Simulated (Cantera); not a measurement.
Input: 1 mol B, 1.2 mol H2, 37 mol N2, at 25.0 Pa.

Method: chemical equilibrium by Gibbs-energy minimisation in Cantera with the NASA 1993 tables (ideal gas, pure condensed phases). Candidate condensed phases: B, BN; 15 gas species. N2 is the only nitrogen source here; it is nearly inert below about 1500 K, so the nitride shown seldom forms there in practice. Kinetics and transport are ignored.

### Question
What share of the B ends up in condensed phases as a function of T (°C), at 1125, 1200, 1275, 1350, 1425, 1500, 1575, 1650, 1725, 1800, 1875, 1950, 2025?

### Answer
```csv
T (°C),B condensed (%),as
1125,100.0,BN(s)
1200,100.0,BN(s)
1275,100.0,BN(s)
1350,100.0,BN(s)
1425,100.0,BN(s)
1500,100.0,BN(s)
1575,100.0,BN(s)
1650,99.8,BN(s)
1725,98.6,BN(s)
1800,93.2,B(s)
1875,79.1,B(s)
1950,40.1,B(s)
2025,0.0,-
```
